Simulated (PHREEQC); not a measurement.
A solution holds 0.0025 mol KH2PO4 and 0.24 mol HNO3 per kg of water, at 85 °C. Closed to the air; pH follows from the charge balance.

The numbers come from PHREEQC with the ion-association model, wateq4f.dat.

| Property | Value |
|---|---|
| pH | 0.74 |
| ionic strength | 0.240 mol/kgw |
| activity of water | 0.992 |
| total alkalinity | -240 meq/kg |

| species | molality | activity | log γ |
|---|---|---|---|
| NO3- | 0.240 | 0.155 | -0.189 |
| H+ | 0.238 | 0.183 | -0.113 |
| K+ | 0.00250 | 0.00167 | -0.175 |
| H3PO4 | 0.00243 | 0.00256 | 0.024 |
| H2PO4- | 7.40e-5 | 5.25e-5 | -0.149 |

This is a speciation only: nothing precipitates in the calculation. H3PO4, which wateq4f.dat lacks, is added to it with the constant of phreeqc.dat. At this temperature some constants are extrapolated from 25 °C, and those without enthalpy data are left unchanged.
